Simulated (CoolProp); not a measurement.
Dimethyl carbonate at 315.43 K and 1.62 MPa is throttled through a valve to 0.134 MPa with no heat exchange. Each further row changes one setting.

Values from CoolProp's reference Helmholtz-energy equation of state, Zhou 2011.

```csv
case,temperature change (K)
as stated,+0.5
outlet pressure 0.0402 MPa,+0.5
outlet pressure 0.174 MPa,+0.4
```
